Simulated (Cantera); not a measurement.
A Cantera script and what it prints.

```python
import numpy as np
import cantera as ct

gas_names = """
    H O2
""".split()
cond_names = """
    Fe(OH)3(s) Fe(OH)2(s)
""".split()


# ... load() reads the species with a 1 bar reference pressure and builds the phases ...
species = {s.name: s for s in load("nasa_gas.yaml", gas_names) + load("nasa_condensed.yaml", cond_names)}
# Each term lists the table entries of one substance; the one whose range holds T is used.
reactions = {
    '2 Fe(OH)3 = 2 Fe(OH)2 + 2 H(g) + O2(g)':
        [(-2, ['Fe(OH)3(s)']), (2, ['Fe(OH)2(s)']), (2, ['H']), (1, ['O2'])],
}


def pick(names, T):
    return next(species[n] for n in names if species[n].thermo.min_temp <= T <= species[n].thermo.max_temp)


results = []
for label, terms in reactions.items():
    print(label)
    print("     T/K   dH/kJ  dS/(J/K)   dG/kJ   log10 K")
    for T in [300, 448, 648, 848, 1048, 1248, 1448]:
        used = [(nu, pick(names, T)) for nu, names in terms]
        dH = sum(nu * s.thermo.h(T) for nu, s in used) / 1e6
        dS = sum(nu * s.thermo.s(T) for nu, s in used) / 1e3
        dG = dH - T * dS / 1e3
        logK = -dG * 1e6 / (ct.gas_constant * T * np.log(10))
        results.append((label, T, dH, dS, dG, logK, [s.name for _, s in used]))
        print(f"{T:8g} {dH:8.1f} {dS:8.1f} {dG:8.1f} {logK:8.2f}")
```

It prints:

```
2 Fe(OH)3 = 2 Fe(OH)2 + 2 H(g) + O2(g)
     T/K   dH/kJ  dS/(J/K)   dG/kJ   log10 K
     300    953.2    401.5    832.8  -145.00
     448    960.0    420.2    771.8   -89.98
     648    964.3    428.3    686.7   -55.36
     848    965.5    430.0    600.9   -37.01
    1048    964.8    429.3    514.9   -25.66
    1248    962.2    427.1    429.2   -17.97
    1448    958.3    424.2    344.1   -12.41
```

Cantera with NASA thermochemical tables; ideal gases at 1 bar, condensed phases pure. Condensed species are held in their standard states even where they would react or evaporate.
